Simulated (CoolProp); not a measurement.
CHF3 (R23) at several states: density (kg/m³) from the reference equation and from simpler models built on Tc = 26.1 °C, pc = 4.832 MPa, ω = 0.263; each cubic takes its own stable root.

Model: reference Helmholtz-energy equation of state, Penoncello 2003, in CoolProp.

| T (°C) | p (MPa) | phase | reference |
|---|---|---|---|
| -116.55 | 1.67 | liquid | 1574 |
| 33.05 | 0.599 | gas | 17.21 |
| -27.85 | 0.0233 | gas | 0.8027 |
| 25.95 | 4.12 | gas | 204.9 |

### Question
How far does each simpler model (van der Waals, Soave-Redlich-Kwong, Peng-Robinson) lie from the reference over these 4 states: mean and median of the absolute difference, and the worst?

### Answer
- van der Waals: mean 13.8 %, median 5.7 %, worst -43.8 % at -116.55 °C and 1.67 MPa
- Soave-Redlich-Kwong: mean 5.1 %, median 2.7 %, worst -15.0 % at -116.55 °C and 1.67 MPa
- Peng-Robinson: mean 1.3 %, median 0.4 %, worst -4.4 % at -116.55 °C and 1.67 MPa
